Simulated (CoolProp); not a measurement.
Vapour-liquid equilibrium of n-heptane (1) + o-xylene (2) at 37.55 °C; x and y are mole fractions of (1).

Values from CoolProp's multi-fluid Helmholtz-energy mixture model, Span 2003 and Zhou 2012; pair parameters Bell 2016.

Question: Give the bubble pressure and the first vapour's composition at x = 0.05, 0.55, 0.65. Is there an azeotrope?

Answer: x = 0.05: 0.02546 bar, y = 0.323; x = 0.55: 0.07505 bar, y = 0.875; x = 0.65: 0.08280 bar, y = 0.907. No azeotrope shows between x = 0.05 and 0.95.

Pair parameters are fitted to limited data, so mixtures are less certain than the pure fluids.
